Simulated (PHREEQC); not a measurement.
A solution holds 0.71 mol HF, 0.0014 mol KF and 7e-06 mol H4SiO4 per kg of water, at 70 °C. Closed to the air; pH follows from the charge balance.

Model: ion-association model, phreeqc.dat, run in PHREEQC.

```
quantity                   before    after
------------------------  -------  -------
pH                           1.57     2.90
ionic strength (mol/kgw)   0.0323  0.00134
HF (mol/kgw)                0.655  0.00574
HF2- (mol/kgw)             0.0239  3.29e-5
F- (mol/kgw)              0.00834  0.00131
SI of Quartz (SiO2)        -11.42    -3.93
```

### Question
What was changed between the two runs?
(A) HF left out
(B) temperature from 70 to 80 °C
(C) diluted 100-fold with water

### Answer
C, diluted 100-fold with water

Precipitation was switched off in this run. Constants without temperature data keep their 25 °C values here. SiF6-2 is the database's only silicon fluoride.
